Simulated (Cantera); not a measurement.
Standard-state values (1 bar) from the NASA 1993 polynomials, evaluated with Cantera. Values are per mole of reaction as written; species without (g) are pure solids or liquids, kept so even where they would boil at 1 bar. FeO: taken at fixed stoichiometry.

Task: Between 900 and 1150 K, where is each reaction favourable under standard conditions?
- 3 FeO ⇌ Fe2O3 + Fe
- NO(g) + FeO ⇌ NO2(g) + Fe

Result: 
- 3 FeO ⇌ Fe2O3 + Fe: ΔG° is 53 kJ at 900 K and 68 kJ at 1150 K; it stays positive (K < 1). ΔH° is 3 kJ and ΔS° -57 J/K at 1150 K.
- NO(g) + FeO ⇌ NO2(g) + Fe: ΔG° is 223 kJ at 900 K and 227 kJ at 1150 K; it stays positive (K < 1). ΔH° is 213 kJ and ΔS° -12 J/K at 1150 K.
